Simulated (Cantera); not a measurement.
# Hydrocarbon pyrolysis for carbon deposition

An isothermal, constant-pressure homogeneous reactor starts with 22.7 % C3H8, 77.3 % H2, at 1773 K and 0.105 Torr.

Detailed kinetics in Cantera: GRI-Mech 3.0 (53 species, 325 reactions). GRI-Mech 3.0 was tuned for natural gas; its chemistry of propane as a main component is partial and can be far from experiment. GRI-Mech 3.0 stops at C3 and has no aromatics, soot or wall deposition, so with more carbon than oxygen in the feed, carbon stays in small species such as C2H2 where larger ones or solid carbon would form. Radical loss at walls, strong at low pressure, is not modelled.

```json
[
 {"t (s)": "0.000200", "x C3H8": "0.221", "x H2": "0.769", "x CH4": "0.000100", "x CH2": "6.36e-8", "x C2H": "<1e-12", "x CH3": "0.00451"},
 {"t (s)": "0.000407", "x C3H8": "0.215", "x H2": "0.765", "x CH4": "0.000407", "x CH2": "5.46e-7", "x C2H": "<1e-12", "x CH3": "0.00911"},
 {"t (s)": "0.000827", "x C3H8": "0.201", "x H2": "0.757", "x CH4": "0.00168", "x CH2": "4.36e-6", "x C2H": "1.65e-11", "x CH3": "0.0192"},
 {"t (s)": "0.00168", "x C3H8": "0.171", "x H2": "0.737", "x CH4": "0.00712", "x CH2": "2.77e-5", "x C2H": "5.42e-10", "x CH3": "0.0423"},
 {"t (s)": "0.00342", "x C3H8": "0.114", "x H2": "0.695", "x CH4": "0.0285", "x CH2": "8.95e-5", "x C2H": "1.85e-8", "x CH3": "0.0833"},
 {"t (s)": "0.00695", "x C3H8": "0.0351", "x H2": "0.631", "x CH4": "0.0862", "x CH2": "0.000147", "x C2H": "6.34e-7", "x CH3": "0.116"},
 {"t (s)": "0.0141", "x C3H8": "0.000856", "x H2": "0.612", "x CH4": "0.144", "x CH2": "0.000130", "x C2H": "7.59e-6", "x CH3": "0.0843"},
 {"t (s)": "0.0288", "x C3H8": "1.23e-6", "x H2": "0.642", "x CH4": "0.154", "x CH2": "7.25e-5", "x C2H": "1.02e-5", "x CH3": "0.0457"},
 {"t (s)": "0.0585", "x C3H8": "9.28e-8", "x H2": "0.665", "x CH4": "0.149", "x CH2": "4.13e-5", "x C2H": "8.63e-6", "x CH3": "0.0265"},
 {"t (s)": "0.119", "x C3H8": "3.42e-8", "x H2": "0.683", "x CH4": "0.138", "x CH2": "2.50e-5", "x C2H": "6.81e-6", "x CH3": "0.0165"},
 {"t (s)": "0.242", "x C3H8": "1.34e-8", "x H2": "0.698", "x CH4": "0.125", "x CH2": "1.61e-5", "x C2H": "5.44e-6", "x CH3": "0.0110"},
 {"t (s)": "0.492", "x C3H8": "5.44e-9", "x H2": "0.712", "x CH4": "0.110", "x CH2": "1.08e-5", "x C2H": "4.48e-6", "x CH3": "0.00758"},
 {"t (s)": "1.00", "x C3H8": "2.19e-9", "x H2": "0.726", "x CH4": "0.0932", "x CH2": "7.54e-6", "x C2H": "3.86e-6", "x CH3": "0.00533"}
]
```
x: mole fraction; the columns are a selection and need not sum to one.

Equilibrium at this temperature and pressure: C3H8 <1e-12, H2 0.778, CH4 3.04e-6, CH2 5.10e-8, C2H 4.29e-5, CH3 1.69e-6 (gas phase only).
